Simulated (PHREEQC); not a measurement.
0.024 g of hydrous ferric oxide (600 m²/g; 0.2 weak and 0.005 strong sites per Fe, Dzombak-Morel constants, diffuse double layer) in 1 kg of water with 0.005 mol/kgw of an inert sodium salt and 3.9e-07 mol/kgw Na2SeO3, at 25 °C; the pH is set by adding NaOH or the inert anion's acid. No oxygen is let in. The system is closed to CO2. Nothing may precipitate in this run.

The numbers come from PHREEQC with the ion-association model, wateq4f.dat.

```tsv
pH	Se sorbed (%)	surface charge σ (C/m²)	surface potential ψ (mV)
4	99.9	0.180	193
4.67	99.9	0.114	170
6	99.4	0.037	113
6.67	98.0	0.018	[?]
7.33	92.6	0.008	43
8.67	23.5	-0.005	[?]
9.33	2.4	-0.014	-68
10	[?]	[?]	-103
11.33	0.0	-0.111	-159
12	0.0	-0.215	-172
```

Q: Complete the blanks.

A: 
- 6.67, surface potential ψ (mV): 78
- 8.67, surface potential ψ (mV): -32
- 10, Se sorbed (%): 0.2
- 10, surface charge σ (C/m²): -0.030

Species that the database lacks are ignored. The database's selenite sorption wasn't checked against measurements; a fall in acid may be a fault of its surface constants.
